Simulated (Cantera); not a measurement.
A Cantera script and its output.

```python
import numpy as np
import cantera as ct

gas = ct.Solution("gri30.yaml", transport_model="mixture-averaged")
show = ['NO', 'H2', 'H']

rows = []
print(f"{'T/K':>7s}{'rho':>11s}{'cp':>10s}{'mu':>11s}{'lambda':>11s}{'Pr':>7s}" + "".join(f"{'D_' + s:>11s}" for s in show))
for T in [400, 550, 700, 850, 1000, 1150]:
    gas.TPX = T, 100000, {'N2O': 0.26}
    Pr = gas.cp_mass * gas.viscosity / gas.thermal_conductivity
    D = [gas.mix_diff_coeffs_mole[gas.species_index(s)] for s in show]
    rows.append([gas.density, gas.cp_mass, gas.viscosity, gas.thermal_conductivity, Pr, *D])
    print(f"{T:7g}{gas.density:11.4e}{gas.cp_mass:10.1f}{gas.viscosity:11.4e}"
          f"{gas.thermal_conductivity:11.4e}{Pr:7.3f}" + "".join(f"{d:11.4e}" for d in D))
print("SI units: kg/m3, J/kg/K, Pa s, W/m/K, m2/s")
```

Output:

```
    T/K        rho        cp         mu     lambda     Pr       D_NO       D_H2        D_H
    400 1.3234e+00     970.3 1.9459e-05 2.5465e-02  0.741 2.6168e-05 1.0929e-04 1.6824e-04
    550 9.6246e-01    1073.4 2.5486e-05 3.6994e-02  0.739 4.5875e-05 1.8819e-04 2.9805e-04
    700 7.5622e-01    1150.2 3.0799e-05 4.7945e-02  0.739 6.9557e-05 2.8258e-04 4.5468e-04
    850 6.2277e-01    1209.9 3.5602e-05 5.8249e-02  0.739 9.6844e-05 3.9116e-04 6.3549e-04
   1000 5.2935e-01    1254.7 4.0022e-05 6.7953e-02  0.739 1.2747e-04 5.1297e-04 8.3861e-04
   1150 4.6031e-01    1285.1 4.4145e-05 7.7125e-02  0.736 1.6124e-04 6.4728e-04 1.0627e-03
SI units: kg/m3, J/kg/K, Pa s, W/m/K, m2/s
```

Cantera simulation using GRI-Mech 3.0 (53 species, 325 reactions); the numbers are that mechanism's predictions, not measurements. The composition is frozen, though it would react at the higher temperatures.
